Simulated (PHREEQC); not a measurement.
# Spent oxide etchant (model solution)

Dissolve 0.014 mol/kgw HF, 0.011 mol/kgw H2SiF6, 0.17 mol/kgw H3BO3 and 0.00023 mol/kgw HNO3 at 20 °C. Closed to the air; pH follows from the charge balance.

All values are PHREEQC results (ion-association model, wateq4f.dat), not measurements.

Precipitation was switched off in this run.

Problem. Estimate the pH, ionic strength.

Solution. pH 1.71; ionic strength 0.0240 mol/kgw.

Problem. In which forms is B present?

Solution. H3BO3 90 %, BF4- 8.3 %, BF3OH- 1.2 %, BF2(OH)2- 0.6 % of the B.

The solution is supersaturated, for example in SiO2(a), Quartz (slow to form), so a real one may precipitate; this is no full list. SiF6-2 is the database's only silicon fluoride. Real BF4- forms and hydrolyses slowly; the run takes it at equilibrium.
